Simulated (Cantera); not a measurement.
Feed: 1 mol Si, 0.89 mol O2, 770 mol H2, held at 1123.15 K and 0.390 bar.

Equilibrium computed with Cantera from the NASA thermochemical tables; the gas is ideal and each condensed phase is pure. Candidate condensed phases: H2O, Si, SiO2; 18 gas species. Mutual solubility and eutectic melting of coexisting phases are not modelled. Rates play no part.

What is the equilibrium state?


```
Property               Value
-----------------  ---------
x(H2)                   1.00
n(Si(s))           0.110 mol
n(SiO2(β-quartz))  0.890 mol
gas amount         770.0 mol
```
